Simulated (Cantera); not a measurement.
A freely propagating, adiabatic, planar premixed flame of C3H8 : O2 : N2 = 1 : 4.55 : 17.1 (molar parts), equivalence ratio 1.1, unburnt at 300 K and 128 Torr; mixture-averaged transport, grid criteria slope 0.08 and curve 0.16, no radiation.

Computed with Cantera and GRI-Mech 3.0 (53 species, 325 reactions). GRI-Mech 3.0 was tuned for natural gas; its chemistry of propane as a main component is partial and can be far from experiment. Burning velocities carry a grid error of a few per cent, more on coarse grids.

Q: What does this change do: inlet temperature 300 to 600 K?

A: 
| quantity | before | after |
|---|---|---|
| laminar burning velocity | 67.9 cm/s | 199 cm/s |
| thermal thickness | 1.54 mm | 1.30 mm |
| peak x(HCN) | 4.36e-6 | 6.04e-6 |
| peak x(OH) | 0.00833 | 0.0111 |

Q: What does this change do: 0.38 parts H2 added?

A: 
```
quantity                     before      after
------------------------  ---------  ---------
laminar burning velocity  67.9 cm/s  72.3 cm/s
thermal thickness           1.54 mm    1.50 mm
peak x(HCN)                 4.36e-6    4.97e-6
peak x(OH)                  0.00833    0.00826
```
